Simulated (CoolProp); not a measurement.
Properties of p-xylene along the isobar 0.101 MPa.

Model: reference Helmholtz-energy equation of state, Zhou 2012, in CoolProp.

```tsv
T (K)	phase	density (kg/m³)	isothermal compressibility (1/MPa)	viscosity (µPa s)	conductivity (mW/(m K))
378.1	liquid	785.2	0.001630	…	107
402.3	liquid	762.1	0.002025	235	102
426.5	gas	3.152	…	9.04	…
450.7	gas	…	10.25	9.57	24.5
474.8	gas	2.791	10.18	10.1	27.2
499	gas	2.643	10.13	10.6	29.9
523.2	gas	2.512	10.09	11.1	32.7
547.4	gas	2.394	10.06	11.7	35.5
571.6	gas	2.288	10.04	…	38.4
595.8	gas	2.191	10.02	…	41.3
620	gas	2.103	10.01	13.2	44.2
```

Task: Some entries are withheld; supply them.

Result: 
- 378.1, viscosity (µPa s): 282
- 426.5, isothermal compressibility (1/MPa): 10.34
- 426.5, conductivity (mW/(m K)): 21.9
- 450.7, density (kg/m³): 2.958
- 571.6, viscosity (µPa s): 12.2
- 595.8, viscosity (µPa s): 12.7

Viscosity comes from a separate model (Balogun 2015). Thermal conductivity comes from a separate model (Mylona 2014).
